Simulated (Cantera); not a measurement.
Feed: 1 mol Si2H6, 0.019 mol HCl, 40 mol H2, held at 1 atm.

Method: chemical equilibrium by Gibbs-energy minimisation in Cantera with the NASA 1993 tables (ideal gas, pure condensed phases). Candidate condensed phases: Si; 19 gas species. The feed counts by its element totals alone. Kinetics and transport are ignored. All values below are at 575 °C.

Base state: H2 1.000, HCl 0.000232, SiHCl3 4.29e-5, SiH2Cl2 2.63e-5 (mole fractions); condensed: Si(s).

Question: What changes in the equilibrium state with this change: Si2H6 replaced by SiH2Cl2?

Answer: 
| species | before | after |
|---|---|---|
| H2 | 1.000 | 0.985 |
| SiHCl3 | 4.29e-5 | 0.00737 |
| SiCl4 | 6.13e-6 | 0.00592 |
| SiCl3 | 7.35e-8 | 1.27e-5 |
| SiH2Cl2 | 2.63e-5 | 0.000804 |
| HCl | 0.000232 | 0.00128 |
| SiH3Cl | 3.82e-6 | 2.08e-5 |
| Si(s), mol | 2.00 | 0.415 |
The tables' values for SiCl3 are old estimates; treat these amounts as uncertain.

Question: What changes in the equilibrium state with this change: HCl from 0.019 to 0.29 mol?

Answer: 
```tsv
species	before	after
H2	1.000	0.997
SiHCl3	4.29e-5	0.00117
HCl	0.000232	0.000697
SiCl4	6.13e-6	0.000504
SiH2Cl2	2.63e-5	0.000238
SiH3Cl	3.82e-6	1.15e-5
Si(s), mol	2.00	1.92
```
